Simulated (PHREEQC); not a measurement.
A solution holds 0.073 mmol/kgw Ca(HCO3)2, 6.3 mmol/kgw NaF and 0.51 mmol/kgw H4SiO4, at 25 °C. Closed to the air; pH follows from the charge balance.

All values are PHREEQC results (ion-association model, phreeqc.dat), not measurements.

Task: The ionic strength comes out as 0.00650 mol/kgw. What activity coefficients do HCO3-, Na+, F-, Ca+2, H3SiO4- get?

Result: HCO3- 0.92, Na+ 0.92, F- 0.92, Ca+2 0.72, H3SiO4- 0.92.

This is a speciation only: nothing precipitates in the calculation. Saturation is exceeded, for instance for Fluorite, Quartz (slow to form); the values hold only as long as no solid forms. SiF6-2 is the database's only silicon fluoride.
